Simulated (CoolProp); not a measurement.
Saturation properties of sulfur hexafluoride.

The numbers come from the reference Helmholtz-energy equation of state, Guder 2009 in CoolProp.

```json
[
 {"T (K)": "245.7", "p (kPa)": "538.0", "liquid density (kg/m³)": "1730", "surface tension (mN/m)": "8.24"},
 {"T (K)": "248", "p (kPa)": "581.8", "liquid density (kg/m³)": "1717", "surface tension (mN/m)": "7.91"},
 {"T (K)": "250.4", "p (kPa)": "630.2", "liquid density (kg/m³)": "1703", "surface tension (mN/m)": "7.57"},
 {"T (K)": "252.7", "p (kPa)": "679.5", "liquid density (kg/m³)": "1690", "surface tension (mN/m)": "?"},
 {"T (K)": "255", "p (kPa)": "731.5", "liquid density (kg/m³)": "1676", "surface tension (mN/m)": "6.92"},
 {"T (K)": "257.3", "p (kPa)": "786.4", "liquid density (kg/m³)": "1662", "surface tension (mN/m)": "6.61"},
 {"T (K)": "259.7", "p (kPa)": "846.9", "liquid density (kg/m³)": "1647", "surface tension (mN/m)": "6.28"},
 {"T (K)": "262", "p (kPa)": "?", "liquid density (kg/m³)": "?", "surface tension (mN/m)": "5.97"},
 {"T (K)": "264.3", "p (kPa)": "972.3", "liquid density (kg/m³)": "1618", "surface tension (mN/m)": "5.66"},
 {"T (K)": "266.6", "p (kPa)": "1040", "liquid density (kg/m³)": "1603", "surface tension (mN/m)": "5.36"},
 {"T (K)": "269", "p (kPa)": "1114", "liquid density (kg/m³)": "1587", "surface tension (mN/m)": "5.05"},
 {"T (K)": "271.3", "p (kPa)": "1189", "liquid density (kg/m³)": "1571", "surface tension (mN/m)": "4.75"},
 {"T (K)": "273.6", "p (kPa)": "1267", "liquid density (kg/m³)": "1555", "surface tension (mN/m)": "4.46"},
 {"T (K)": "275.9", "p (kPa)": "?", "liquid density (kg/m³)": "1538", "surface tension (mN/m)": "?"}
]
```

Q: Complete the blanks.

A: 
- 252.7, surface tension (mN/m): 7.24
- 262, p (kPa): 908.0
- 262, liquid density (kg/m³): 1633
- 275.9, p (kPa): 1349
- 275.9, surface tension (mN/m): 4.17

Surface tension comes from a separate correlation (Mulero 2012).
